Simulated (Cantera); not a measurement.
# N2O furnace oxynitridation

An isothermal, constant-pressure homogeneous reactor starts with 17.8 % N2O, 0.391 % H2, 81.8 % N2, at 1125 K and 0.0267 bar.

Computed with Cantera and GRI-Mech 3.0 (53 species, 325 reactions). GRI-Mech 3.0 was tuned for natural gas; its chemistry of N2O as a main component is partial and can be far from experiment. Radical loss at walls, strong at low pressure, is not modelled. The mechanism lacks the step 2 NO + O2 → 2 NO2, which can matter for NO2 below about 1400 K. The temperature is held fixed by assumption; the heat of reaction is taken as removed at once.

```
t (s)     x N2O      x H2     x HO2      x NO     x H2O
--------  -----  --------  --------  --------  --------
5.00e-5   0.178   0.00391    <1e-12  3.72e-11  6.50e-12
0.000134  0.178   0.00391    <1e-12  2.62e-10  1.27e-10
0.000360  0.178   0.00391  9.59e-12   1.78e-9   2.45e-9
0.000965  0.178   0.00391  1.72e-10   1.11e-8   4.40e-8
0.00259   0.178   0.00391   2.48e-9   5.89e-8   6.37e-7
0.00695   0.178   0.00391   2.51e-8   2.73e-7   6.65e-6
0.0186    0.178   0.00386   1.59e-7   1.28e-6   5.16e-5
0.0500    0.178   0.00360   3.95e-7   5.83e-6  0.000310
0.134     0.176   0.00262   4.73e-7   1.88e-5   0.00128
0.360     0.175   0.00104   5.73e-7   3.85e-5   0.00287
0.965     0.173  0.000201   4.18e-7   6.67e-5   0.00371
2.59      0.172   1.55e-5   2.11e-7  0.000133   0.00389
6.95      0.169   5.15e-8   1.17e-7  0.000317   0.00390
18.6      0.161   7.25e-9   5.50e-8  0.000811   0.00389
50.0      0.143   7.01e-9   2.18e-8   0.00202   0.00386
```
x: mole fraction; the columns are a selection and need not sum to one.

Equilibrium at this temperature and pressure: N2O 9.22e-10, H2 1.89e-10, HO2 2.05e-10, NO 7.10e-5, H2O 0.00360 (gas phase only).
